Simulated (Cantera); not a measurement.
Charge: 1 mol CS2, 0.44 mol H2, 0.039 mol SO2, held at 1450 K and 110 bar.

These are equilibrium values from Cantera (NASA tables, ideal gas, pure condensed phases), not measurements of a reactor. Candidate condensed phases: C, C6H6, C7H8, C8H18, H2O, H2SO4, S; 123 gas species. The ideal-gas law is rough above about 30 bar. Rates play no part.

Base state: CS2 0.512, H2S 0.312, S2 0.0957, CO 0.0391, H2 0.0206, COS 0.0195, SH 0.000586, H2O 0.000221 (mole fractions); condensed: C(graphite).

Q: What changes in the equilibrium state with this change: H2 from 0.44 to 4.8 mol?

A: 
```
species             before     after
----------------  --------  --------
H2                  0.0206     0.459
H2S                  0.312     0.444
CH4               0.000155    0.0766
CS2                  0.512   0.00209
S2                  0.0957  0.000390
COS                 0.0195  0.000472
CO                  0.0391    0.0148
C2H6               3.20e-9   3.54e-5
C2H4               1.09e-7   5.41e-5
CS                 2.59e-5   1.65e-6
H2O               0.000221   0.00187
CO2               0.000176   2.53e-5
C(graphite), mol     0.248     0.573
```

Q: What changes in the equilibrium state with this change: H2 from 0.44 to 0.13 mol?

A: 
```tsv
species	before	after
CS2	0.512	0.690
S2	0.0957	0.129
H2S	0.312	0.107
H2	0.0206	0.00606
COS	0.0195	0.0247
CO	0.0391	0.0426
CH4	0.000155	1.33e-5
H2O	0.000221	7.07e-5
SH	0.000586	0.000369
C(graphite), mol	0.248	0.127
```

Q: What changes in the equilibrium state with this change: SO2 from 0.039 to 0.062 mol?

A: 
```
species             before     after
----------------  --------  --------
CS2                  0.512     0.496
H2S                  0.312     0.301
S2                  0.0957    0.0927
CO                  0.0391    0.0600
COS                 0.0195    0.0295
H2                  0.0206    0.0202
CO2               0.000176  0.000415
H2O               0.000221  0.000332
CH4               0.000155  0.000148
SH                0.000586  0.000570
CS                 2.59e-5   2.55e-5
C(graphite), mol     0.248     0.199
```
